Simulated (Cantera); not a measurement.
Cantera run, input and output.

```python
import numpy as np
import cantera as ct

gas = ct.Solution("gri30.yaml")
gas.TPX = 1950, 140000, {'NO': 1, 'N2': 12}
inlet = ct.Reservoir(gas, clone=True)

reactor = ct.IdealGasConstPressureReactor(gas, energy="off", clone=False)
exhaust = ct.Reservoir(gas, clone=True)
tau = [14, 3.1, 0.66, 0.14, 0.031, 0.0067, 0.0015, 0.00031][0]
for a, b in ((inlet, reactor), (reactor, exhaust)):
    ct.MassFlowController(a, b, mdot=lambda t: reactor.mass / tau)
net = ct.ReactorNet([reactor])
show = ['NO', 'N2O', 'O', 'O2', 'N2', 'NO2']

rows = []
print(f"{'tau/s':>10s}{'T/K':>9s}" + "".join(f"{s:>11s}" for s in show))
for tau in [14, 3.1, 0.66, 0.14, 0.031, 0.0067, 0.0015, 0.00031]:
    net.initial_time = 0.0
    net.advance(30 * tau)
    before = gas.X
    net.advance(40 * tau)
    drift = np.max(np.abs(gas.X - before) / (gas.X + 1e-9))
    rows.append([gas.T, *gas[show].X, drift])
    print(f"{tau:10.3e}{gas.T:9.1f}" + "".join(f"{x:11.3e}" for x in gas[show].X))
```

It prints:

```
     tau/s      T/K         NO        N2O          O         O2         N2        NO2
 1.400e+01   1950.0  1.899e-02  3.647e-07  6.565e-05  2.892e-02  9.520e-01  1.572e-05
 3.100e+00   1950.0  4.295e-02  1.013e-06  5.108e-05  1.693e-02  9.400e-01  2.756e-05
 6.600e-01   1950.0  6.607e-02  2.151e-06  3.106e-05  5.386e-03  9.285e-01  2.558e-05
 1.400e-01   1950.0  7.452e-02  2.688e-06  1.897e-05  1.174e-03  9.243e-01  1.742e-05
 3.100e-02   1950.0  7.639e-02  2.787e-06  1.469e-05  2.438e-04  9.233e-01  1.372e-05
 6.700e-03   1950.0  7.680e-02  2.681e-06  1.203e-05  4.142e-05  9.231e-01  1.123e-05
 1.500e-03   1950.0  7.689e-02  2.220e-06  6.832e-06  3.583e-06  9.231e-01  6.239e-06
 3.100e-04   1950.0  7.692e-02  1.195e-06  1.603e-06  8.605e-08  9.231e-01  1.267e-06
```

Computed with Cantera and GRI-Mech 3.0 (53 species, 325 reactions).
